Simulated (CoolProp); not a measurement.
n-octane along the isotherm 620 K: Z from the reference equation and from simpler models built on Tc = 568.7 K, pc = 2.484 MPa, ω = 0.398; each cubic takes its own stable root.

The numbers come from the reference Helmholtz-energy equation of state, Beckmüller 2019 in CoolProp.

```json
[
 {"p (MPa)": "0.0118", "phase": "gas", "reference": "0.9987"},
 {"p (MPa)": "0.0199", "phase": "gas", "reference": "0.9979"},
 {"p (MPa)": "0.0336", "phase": "gas", "reference": "0.9964"},
 {"p (MPa)": "0.0566", "phase": "gas", "reference": "0.9939"},
 {"p (MPa)": "0.0956", "phase": "gas", "reference": "0.9897"},
 {"p (MPa)": "0.161", "phase": "gas", "reference": "0.9826"},
 {"p (MPa)": "0.272", "phase": "gas", "reference": "0.9704"},
 {"p (MPa)": "0.459", "phase": "gas", "reference": "0.9496"},
 {"p (MPa)": "0.775", "phase": "gas", "reference": "0.9137"},
 {"p (MPa)": "1.31", "phase": "gas", "reference": "0.8500"},
 {"p (MPa)": "2.21", "phase": "gas", "reference": "0.7330"},
 {"p (MPa)": "3.73", "phase": "supercritical", "reference": "0.4957"}
]
```

### Question
How far does each simpler model (van der Waals, Redlich-Kwong, Soave-Redlich-Kwong, Peng-Robinson) lie from the reference over these 12 states: mean and median of the absolute difference, and the worst?

### Answer
- van der Waals: mean 1.4 %, median 0.2 %, worst -13.8 % at 620 K and 3.73 MPa
- Redlich-Kwong: mean 0.8 %, median 0.0 %, worst -8.3 % at 620 K and 3.73 MPa
- Soave-Redlich-Kwong: mean 1.2 %, median 0.2 %, worst +9.1 % at 620 K and 3.73 MPa
- Peng-Robinson: mean 0.5 %, median 0.1 %, worst +2.9 % at 620 K and 3.73 MPa
